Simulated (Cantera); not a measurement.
An adiabatic, constant-volume homogeneous reactor starts with CH₄ : O₂ : N₂ = 1 : 6.67 : 32.7 (molar parts), equivalence ratio 0.30, at 1623 K and 25000 Pa. Integrator tolerance rtol = 1e-08.

Computed with Cantera and GRI-Mech 3.0 (53 species, 325 reactions).

| quantity | before | after |
|---|---|---|
| time of steepest temperature rise | 1.34 ms | 0.450 s |
| temperature at 1.00 s | 2228 K | 1814 K |
| equilibrium temperature | 2228 K | 1804 K |
| x(CH₄) at 1.00 s | <1e-12 (gas-phase equilibrium <1e-12) | <1e-12 (gas-phase equilibrium <1e-12) |
| x(O₂) at 1.00 s | 0.109 (gas-phase equilibrium 0.109) | 0.115 (gas-phase equilibrium 0.114) |
| x(NO) at 1.00 s | 0.00963 (gas-phase equilibrium 0.00981) | 2.47e-5 (gas-phase equilibrium 0.00316) |
| x(NO₂) at 1.00 s | 4.98e-6 (gas-phase equilibrium 5.08e-6) | 2.86e-8 (gas-phase equilibrium 3.70e-6) |
| x(H) at 1.00 s | 0.000206 (gas-phase equilibrium 0.000205) | 2.34e-6 (gas-phase equilibrium 2.08e-6) |
| x(C₂H) at 1.00 s | <1e-12 (gas-phase equilibrium <1e-12) | <1e-12 (gas-phase equilibrium <1e-12) |

### Question
Which change was made?
A. initial temperature 1623 to 1100 K
B. initial temperature 1623 to 1298 K
C. initial temperature 1623 to 975 K
D. constant pressure in place of constant volume

### Answer
A, initial temperature 1623 to 1100 K
